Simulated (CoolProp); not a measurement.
Computed with CoolProp (reference Helmholtz-energy equation of state, Gao 2022).

Problem. Give the vapour pressure (MPa), liquid density (kg/m³), vapour density (kg/m³), enthalpy of vaporisation (kJ/kg) of saturated n-perfluorohexane at -45.95, -32.95, -13.55 °C.

Solution. 
```json
[
 {"T (°C)": "-45.95", "p (MPa)": "0.000358", "liquid density (kg/m³)": "1870", "vapour density (kg/m³)": "0.0641", "enthalpy of vaporisation (kJ/kg)": "111"},
 {"T (°C)": "-32.95", "p (MPa)": "0.00103", "liquid density (kg/m³)": "1840", "vapour density (kg/m³)": "0.175", "enthalpy of vaporisation (kJ/kg)": "107"},
 {"T (°C)": "-13.55", "p (MPa)": "0.00392", "liquid density (kg/m³)": "1780", "vapour density (kg/m³)": "0.617", "enthalpy of vaporisation (kJ/kg)": "103"}
]
```
